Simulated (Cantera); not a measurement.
Charge: 1 mol Ta(OEt)5, 0.013 mol H2O, 8.1 mol H2, held at 2148.15 K and 1400 Pa.

These are equilibrium values from Cantera (NASA tables, ideal gas, pure condensed phases), not measurements of a reactor. Candidate condensed phases: C, C6H6, C7H8, C8H18, H2O, Ta, TaC, Ta2O5; 113 gas species. The feed counts by its element totals alone. TaC: taken at fixed stoichiometry. Condensed phases not in the tables: Ta2C. Equilibrium is a limit: real reactors are often held back by kinetics, nucleation or transport.

Base state: H2 0.775, CO 0.193, H 0.0310, C2H2 (acetylene) 0.00149 (mole fractions); condensed: C(graphite) + TaC(s).

Q: What changes in the equilibrium state with this change: Ta(OEt)5 replaced by Nb?

A: 
```
species            before    after
----------------  -------  -------
H2                  0.775    0.964
H                  0.0310   0.0346
H2O               1.42e-7  0.00131
CO                  0.193        0
NbO2                    0  9.96e-5
C2H2 (acetylene)  0.00149        0
NbO                     0  6.06e-5
C(graphite), mol     3.91        0
TaC(s), mol          1.00        0
Nb(s), mol              0    0.999
```
Condensed phases not in the tables: N, O or C dissolved in the metal. Further candidate phases: Nb, NbO, NbO2, Nb2O5.
